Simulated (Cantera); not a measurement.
An isothermal plug-flow reactor at 650 K and 0.640 bar (inlet), inlet velocity 2.3 m/s, active area per volume 520 1/m; feed 0.752 % H2, 3.94 % O2, 94.3 % N2, 1.05 % H2O, equivalence ratio 0.095.

Cantera simulation using Deutschmann's 1995 Pt surface mechanism with GRI-Mech 3.0 gas chemistry; the numbers are that mechanism's predictions, not measurements. Catalytic surfaces can have several steady states; this one follows from the mechanism file's or the stated starting coverage. Mass transfer to the wall is taken as infinitely fast.

One state of this run: x H2 = 0.000117; x O2 = 0.0358; x H2O = 0.0180; θ free Pt = 0.00897; θ O* = 0.988; θ OH* = 0.00285. x: gas mole fraction; θ: surface coverage.

Q: Which value of z (m) does it belong to?
A) 0.00041
B) 0.00021
C) 0.021
D) 0.0029

A: C, 0.021
